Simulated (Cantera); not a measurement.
An isothermal, constant-pressure homogeneous reactor starts with C2H6 : N2 : H2O = 1 : 6.2 : 0.034 (molar parts), at 1925 K and 1.00 bar.

Detailed kinetics in Cantera: GRI-Mech 3.0 (53 species, 325 reactions). GRI-Mech 3.0 stops at C3 and has no aromatics, soot or wall deposition, so with more carbon than oxygen in the feed, carbon stays in small species such as C2H2 where larger ones or solid carbon would form.

One state of this run: x C2H6 = 3.64e-5; x CH2 = 2.46e-6; x HCN = 8.08e-6; x C2H2 = 0.0943; x H = 0.000338; x CH3 = 0.00121; x C2H = 2.63e-6. x: mole fraction; the columns are a selection and need not sum to one.

Task: Which value of t (s) does it belong to?
(A) 6.00e-6
(B) 0.000476
(C) 0.00880
(D) 0.698

Result: B, 0.000476
